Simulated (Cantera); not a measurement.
Charge: 1 mol SiHCl3, 0.007 mol C2H4, 90 mol H2, 0.34 mol CH4, held at 1473 K and 10.0 mbar.

Equilibrium computed with Cantera from the NASA thermochemical tables; the gas is ideal and each condensed phase is pure. Candidate condensed phases: C, C6H6, C7H8, C8H18, Si, SiC; 109 gas species. Mutual solubility and eutectic melting of coexisting phases are not modelled. The tables' values for SiCl3 are old estimates; treat these amounts as uncertain. The numbers say what is thermodynamically allowed, not how fast it happens.

Problem. What is the equilibrium state?

Solution. 
```json
{
  "x(H2)": "0.970",
  "x(HCl)": "0.0274",
  "x(SiCl2)": "0.00244",
  "x(H)": "0.000125",
  "x(SiCl3)": "2.02e-5",
  "x(Cl)": "2.85e-6",
  "x(SiHCl3)": "1.90e-6",
  "x(SiCl)": "1.41e-6",
  "x(SiH2)": "1.02e-6",
  "n(Si(s))": "0.418 mol",
  "n(SiC(s))": "0.354 mol",
  "gas_amount": "92.70 mol",
  "log10 activity of C(graphite) (absent)": "-2.18"
}
```
